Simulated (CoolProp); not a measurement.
500 sccm (0 °C, 1 atm) of nitrogen bubbles through liquid ethanol at 320.9 K and leaves saturated at a total pressure of 0.15 MPa (ideal gas phase). Each further row changes one setting.

Computed with CoolProp (reference Helmholtz-energy equation of state, Schroeder 2014).

```tsv
case	vapour pressure (kPa)	mole fraction of vapour	delivery (mg/min)	delivery (sccm)	change of delivery for a bath 1 K warmer (%)
as stated	26.4	0.176	219	?	6.1
bath temperature 325.9 K	33.5	0.223	?	144	?
total pressure 0.3 MPa	26.4	0.0879	?	?	5.5
```

Q: What belongs in the gaps?

A: 
- as stated, delivery (sccm): 107
- bath temperature 325.9 K, delivery (mg/min): 296
- bath temperature 325.9 K, change of delivery for a bath 1 K warmer (%): 6.3
- total pressure 0.3 MPa, delivery (mg/min): 99.1
- total pressure 0.3 MPa, delivery (sccm): 48.2
